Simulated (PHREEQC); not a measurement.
Make-up at 25 °C: 3.87 mmol/kgw KBr and 0.031 mmol/kgw MnCl2. Closed to the air; pH follows from the charge balance.

All values are PHREEQC results (ion-association model, phreeqc.dat), not measurements.

```yaml
pH: 6.98
ionic_strength: 0.00396 mol/kgw
specific_conductance: 558 µS/cm
```

| species | molality | activity | log γ |
|---|---|---|---|
| Br- | 0.00387 | 0.00361 | -0.030 |
| K+ | 0.00387 | 0.00361 | -0.030 |
| Cl- | 6.20e-5 | 5.79e-5 | -0.030 |
| Mn+2 | 3.10e-5 | 2.38e-5 | -0.114 |
| H+ | 1.11e-7 | 1.04e-7 | -0.027 |
| OH- | 1.04e-7 | 9.74e-8 | -0.030 |

No solid was allowed to form. Complexes and solids missing from the database can't appear.
